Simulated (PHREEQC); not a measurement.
Solution (20 °C): 0.015 mol/kgw Cu(BF4)2 and 0.011 mol/kgw HCl. Closed to the air; pH follows from the charge balance.

The numbers come from PHREEQC with the ion-association model, phreeqc.dat.

This is a speciation only: nothing precipitates in the calculation.

Problem. Order these B species by the share of B that they hold, largest first: BF2(OH)2-, H3BO3, BF4-, BF3OH-.

Solution. BF4- (90 %), H3BO3 (4.9 %), BF3OH- (4.4 %), BF2(OH)2- (0.72 %)

The pH is 2.06 and the ionic strength 0.0549 mol/kgw. Real BF4- forms and hydrolyses slowly; the run takes it at equilibrium.
